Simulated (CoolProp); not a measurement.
R245ca along the isobar 63.5 bar: fugacity coefficient from the reference equation and from simpler models built on Tc = 447.6 K, pc = 39.41 bar, ω = 0.355; each cubic takes its own stable root.

Computed with CoolProp (reference Helmholtz-energy equation of state, Zhou 2016).

```json
[
 {"T (K)": "216.1", "phase": "liquid", "reference": "0.0001802", "Soave-Redlich-Kwong": "0.0002016", "Peng-Robinson": "0.0002167"},
 {"T (K)": "229.2", "phase": "liquid", "reference": "0.0005109", "Soave-Redlich-Kwong": "0.0005502", "Peng-Robinson": "0.0005766"},
 {"T (K)": "242.2", "phase": "liquid", "reference": "0.001249", "Soave-Redlich-Kwong": "0.001312", "Peng-Robinson": "0.001348"},
 {"T (K)": "255.3", "phase": "liquid", "reference": "0.002737", "Soave-Redlich-Kwong": "0.002832", "Peng-Robinson": "0.002861"},
 {"T (K)": "268.4", "phase": "liquid", "reference": "0.005436", "Soave-Redlich-Kwong": "0.005578", "Peng-Robinson": "0.005560"},
 {"T (K)": "281.5", "phase": "liquid", "reference": "0.009943", "Soave-Redlich-Kwong": "0.01017", "Peng-Robinson": "0.01002"},
 {"T (K)": "294.5", "phase": "liquid", "reference": "0.01689", "Soave-Redlich-Kwong": "0.01727", "Peng-Robinson": "0.01688"},
 {"T (K)": "307.6", "phase": "liquid", "reference": "0.02713", "Soave-Redlich-Kwong": "0.02780", "Peng-Robinson": "0.02698"},
 {"T (K)": "320.7", "phase": "liquid", "reference": "0.04138", "Soave-Redlich-Kwong": "0.04255", "Peng-Robinson": "0.04107"},
 {"T (K)": "333.8", "phase": "liquid", "reference": "0.06034", "Soave-Redlich-Kwong": "0.06230", "Peng-Robinson": "0.05988"},
 {"T (K)": "346.8", "phase": "liquid", "reference": "0.08438", "Soave-Redlich-Kwong": "0.08749", "Peng-Robinson": "0.08384"}
]
```
